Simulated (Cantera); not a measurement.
Sublimation and decomposition of ceramics: Si3N4 + Si + H2

Charge: 1 mol Si3N4, 0.0031 mol Si, 0.54 mol H2, at 0.0770 bar.

These are equilibrium values from Cantera (NASA tables, ideal gas, pure condensed phases), not measurements of a reactor. Candidate condensed phases: Si, Si3N4; 31 gas species. Ions and electrons are included (thermal ionisation). The tables' values for SiN are old estimates; treat these amounts as uncertain. Gases not in the tables: Si2H6 and higher silanes. Equilibrium is a limit: real reactors are often held back by kinetics, nucleation or transport.

| T (K) | log p Si | log p N2 | log p H | log p N | log p H2 | log p Si2 |
|---|---|---|---|---|---|---|
| 3000 | -1.42 | -1.58 | -2.07 | -5.64 | -2.55 | -3.18 |
| 3250 | -1.42 | -1.59 | -1.95 | -5.00 | -2.90 | -3.60 |
| 3500 | -1.42 | -1.59 | -1.89 | -4.45 | -3.33 | -3.96 |
| 3750 | -1.42 | -1.60 | -1.88 | -3.97 | -3.75 | -4.28 |
| 4000 | -1.42 | -1.60 | -1.87 | -3.55 | -4.14 | -4.56 |
| 4250 | -1.42 | -1.60 | -1.87 | -3.18 | -4.50 | -4.80 |
| 4500 | -1.43 | -1.61 | -1.87 | -2.85 | -4.82 | -5.03 |
| 4750 | -1.43 | -1.63 | -1.87 | -2.56 | -5.11 | -5.23 |
| 5000 | -1.44 | -1.66 | -1.88 | -2.31 | -5.38 | -5.43 |
log p: log10 of the partial pressure in bar; nothing condenses.

From 3000 K to 5000 K nothing is condensed. The main Si-bearing gas is Si throughout.
